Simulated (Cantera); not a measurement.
A perfectly stirred reactor is fed with 50.5 % N₂O, 49.5 % O₂, at 1.00 bar; it is held at 1223 K, and followed from long to short residence time.

Cantera simulation using GRI-Mech 3.0 (53 species, 325 reactions); the numbers are that mechanism's predictions, not measurements. GRI-Mech 3.0 was tuned for natural gas; its chemistry of N2O as a main component is partial and can be far from experiment. The mechanism lacks the step 2 NO + O2 → 2 NO2, which can matter for NO2 below about 1400 K. The temperature is held fixed by assumption; the heat of reaction is taken as removed at once.

One state of this run: x N₂O = 0.465; x O₂ = 0.501; x NO₂ = 3.49e-5; x O = 2.37e-6; x N₂ = 0.0304; x NO = 0.00358. x: mole fraction; the columns are a selection and need not sum to one.

Which value of τ (s) does it belong to?
A) 0.079
B) 0.23
C) 0.65
D) 0.0011

A, 0.079
